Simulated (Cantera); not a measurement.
Feed: 1 mol Si, 1.1 mol HCl, a varied amount of N2, at 950 °C and 71.0 Pa.

These are equilibrium values from Cantera (NASA tables, ideal gas, pure condensed phases), not measurements of a reactor. Candidate condensed phases: NH4Cl, Si, Si3N4; 28 gas species. N2 is the only nitrogen source here; it is nearly inert below about 1500 K, so the nitride shown seldom forms there in practice. The tables' values for SiCl3 are old estimates; treat these amounts as uncertain. The numbers say what is thermodynamically allowed, not how fast it happens.

x: gas mole fraction; n: condensed amount in mol.

| n(N2) (mol) | x N2 | x HCl | x H2 | x SiCl4 | x SiCl2 | n Si3N4(s) |
|---|---|---|---|---|---|---|
| 9.2 | 0.891 | 0.0870 | 0.0135 | 0.00445 | [?] | 0.306 |
| 11 | 0.908 | 0.0741 | 0.0110 | 0.00350 | [?] | 0.307 |
| 13 | 0.921 | 0.0637 | 0.00905 | 0.00279 | [?] | 0.307 |
| 15 | 0.931 | 0.0559 | 0.00766 | 0.00229 | [?] | 0.308 |
| 18 | 0.942 | 0.0472 | 0.00619 | 0.00178 | [?] | 0.308 |
| 21 | 0.950 | 0.0409 | 0.00517 | 0.00143 | [?] | 0.308 |
| 24 | 0.956 | 0.0361 | 0.00443 | 0.00118 | [?] | 0.309 |
| 29 | 0.964 | 0.0302 | 0.00355 | 0.000895 | [?] | 0.309 |
| 34 | 0.969 | 0.0260 | 0.00295 | 0.000708 | [?] | 0.309 |
| 40 | 0.973 | 0.0223 | 0.00244 | 0.000555 | [?] | 0.310 |
| 47 | 0.977 | 0.0191 | 0.00203 | 0.000435 | [?] | 0.310 |

Problem. What belongs in the gaps?

Solution. 
- 9.2, x SiCl2: 0.00275
- 11, x SiCl2: 0.00243
- 13, x SiCl2: 0.00215
- 15, x SiCl2: 0.00194
- 18, x SiCl2: 0.00171
- 21, x SiCl2: 0.00152
- 24, x SiCl2: 0.00138
- 29, x SiCl2: 0.00120
- 34, x SiCl2: 0.00107
- 40, x SiCl2: 0.000943
- 47, x SiCl2: 0.000834
